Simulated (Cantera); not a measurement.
An isothermal, constant-pressure homogeneous reactor starts with 0.931 % H2, 99.1 % O2, equivalence ratio 0.0047, at 1200 K and 1300 Pa.

Cantera simulation using the H2/O2 subset of GRI-Mech 3.0, which has no nitrogen chemistry; the numbers are that mechanism's predictions, not measurements. Radical loss at walls, strong at low pressure, is not modelled.

x: mole fraction; the columns are a selection and need not sum to one.

| t (s) | x H2 | x O2 | x H2O | x H2O2 | x O | x H | x HO2 |
|---|---|---|---|---|---|---|---|
| 0.000600 | 0.00931 | 0.991 | 4.22e-9 | 1.08e-12 | [?] | 1.23e-9 | 4.98e-9 |
| 0.00174 | 0.00931 | 0.991 | 8.90e-8 | 8.95e-12 | [?] | 1.02e-8 | 1.46e-8 |
| 0.00505 | 0.00927 | 0.991 | 3.44e-5 | 1.24e-10 | [?] | 3.29e-6 | 1.34e-7 |
| 0.0146 | 7.04e-5 | 0.982 | 0.00862 | 2.19e-8 | [?] | 0.000419 | 9.13e-7 |
| 0.0424 | 3.25e-5 | 0.983 | 0.00879 | 1.66e-8 | [?] | 0.000304 | 7.78e-7 |
| 0.123 | 2.31e-5 | 0.985 | 0.00893 | 1.60e-8 | [?] | 0.000180 | 6.62e-7 |
| 0.357 | 1.07e-5 | 0.988 | 0.00911 | 1.41e-8 | [?] | 5.57e-5 | 4.50e-7 |
| 1.03 | 2.83e-6 | 0.990 | 0.00924 | 9.57e-9 | [?] | 7.57e-6 | 2.13e-7 |
| 3.00 | 5.11e-7 | 0.990 | 0.00931 | 4.21e-9 | [?] | 5.84e-7 | 6.91e-8 |

### Question
Fill in the missing entries.

### Answer

- 0.000600, x O: 7.93e-9
- 0.00174, x O: 9.29e-8
- 0.00505, x O: 3.10e-5
- 0.0146, x O: 0.00774
- 0.0424, x O: 0.00687
- 0.123, x O: 0.00482
- 0.357, x O: 0.00220
- 1.03, x O: 0.000580
- 3.00, x O: 0.000105
